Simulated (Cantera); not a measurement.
A closed system holds: 1 mol CHF3, 0.39 mol H2, at 10.0 mbar.

Method: chemical equilibrium by Gibbs-energy minimisation in Cantera with the NASA 1993 tables (ideal gas, pure condensed phases). Candidate condensed phases: C, C6H6, C7H8, C8H18; 95 gas species. Gases not in the tables: C2F6 and larger saturated fluorocarbons. Kinetics and transport are ignored.

Question: Which condensed phases are stable at each of these points (T (°C)): 1825, 1975, 2125, 2275, 2425, 2575, 2725, 2875, 3025?

Answer: 
```csv
T (°C),condensed phases,C condensed (%)
1825,C(graphite),64.0
1975,C(graphite),61.7
2125,C(graphite),68.1
2275,C(graphite),77.7
2425,C(graphite),83.5
2575,C(graphite),80.4
2725,C(graphite),50.9
2875,gas only,0.0
3025,gas only,0.0
```

From 1825 °C to 2725 °C the condensed part is C(graphite). From 2875 °C to 3025 °C nothing is condensed.
